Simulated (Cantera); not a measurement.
An isothermal, constant-pressure homogeneous reactor starts with CO : O₂ : H₂O : N₂ = 0.0019 : 0.0021 : 0.0018 : 1 (molar parts), equivalence ratio 0.45, at 1000 K and 2.90 bar.

Detailed kinetics in Cantera: GRI-Mech 3.0 (53 species, 325 reactions).

One state of this run: x CO = 7.09e-6; x O₂ = 0.00115; x H₂O = 0.00179; x NO = 3.27e-10; x H₂ = 4.97e-8. x: mole fraction; the columns are a selection and need not sum to one.

Problem. Which value of t (s) does it belong to?
A. 0.000289
B. 0.170
C. 100
D. 0.0588

Solution. C, 100
